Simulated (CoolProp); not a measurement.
A simple Rankine cycle with water: condensing at 303.15 K, boiler at 0.141 MPa, turbine inlet 384.6 K, turbine efficiency 0.85, pump efficiency 0.6, no recuperator. Each further row changes one setting.

Values from CoolProp's reference Helmholtz-energy equation of state, Wagner 2002.

| case | thermal efficiency (%) | net work (kJ/kg) | heat in (kJ/kg) | turbine exit temperature (K) | volume ratio over the turbine |
|---|---|---|---|---|---|
| as stated | 16.6 | 426 | 2570 | 303.1 | 23.5 |
| turbine inlet 404.6 K | 16.7 | 435 | 2610 | 303.1 | 22.6 |
| condensing temperature 295.15 K | 18.2 | 473 | 2600 | 295.1 | 36.2 |
| boiler pressure 0.0987 MPa | 15.0 | 386 | 2570 | 303.1 | 16.7 |
| turbine efficiency 0.75 | 14.6 | 376 | 2570 | 303.1 | 24.0 |

The expansion ends wet for: as stated; turbine inlet 404.6 K; condensing temperature 295.15 K; boiler pressure 0.0987 MPa; turbine efficiency 0.75.
